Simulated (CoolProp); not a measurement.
Vapour-liquid equilibrium of octamethyltrisiloxane (MDM) (1) + octamethylcyclotetrasiloxane (D4) (2) at 68.55 °C; x and y are mole fractions of (1).

Values from CoolProp's multi-fluid Helmholtz-energy mixture model, Thol 2017 and Thol 2015; pair parameters Bell 2016.

Give the bubble pressure and the first vapour's composition at x = 0.55, 0.65, 0.75. Is there an azeotrope?

x = 0.55: 0.003952 MPa, y = 0.760; x = 0.65: 0.004284 MPa, y = 0.827; x = 0.75: 0.004621 MPa, y = 0.886. No azeotrope shows between x = 0.05 and 0.95.

Pair parameters are fitted to limited data, so mixtures are less certain than the pure fluids.
